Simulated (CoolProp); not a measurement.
Vapour-liquid equilibrium of CHF3 (R23) (1) + CH2F2 (R32) (2) at 101 kPa; x and y are mole fractions of (1).

Values from CoolProp's multi-fluid Helmholtz-energy mixture model, Penoncello 2003 and Tillner-Roth 1997; pair parameters Bell 2016.

| x | bubble temperature (K) | y at the bubble point | dew temperature at overall composition x (K) | liquid density (mol/L) |
|---|---|---|---|---|
| 0.05 | 218.3 | 0.189 | 220.6 | 23.25 |
| 0.125 | 214.1 | 0.397 | 219.4 | 23.13 |
| 0.2 | 210.6 | 0.545 | 218.1 | 22.97 |
| 0.275 | 207.5 | 0.652 | 216.6 | 22.80 |
| 0.35 | 204.9 | 0.732 | 215.1 | 22.61 |
| 0.425 | 202.6 | 0.793 | 213.5 | 22.40 |
| 0.5 | 200.5 | 0.840 | 211.7 | 22.19 |
| 0.575 | 198.7 | 0.878 | 209.8 | 21.97 |
| 0.65 | 197.1 | 0.908 | 207.6 | 21.74 |
| 0.725 | 195.6 | 0.934 | 205.1 | 21.51 |
| 0.8 | 194.3 | 0.955 | 202.3 | 21.28 |
| 0.875 | 193.0 | 0.974 | 198.9 | 21.04 |
| 0.95 | 191.8 | 0.990 | 194.6 | 20.81 |

No azeotrope shows between x = 0.05 and 0.95.

The pair parameters rest on a limited set of measurements; away from them the model extrapolates.
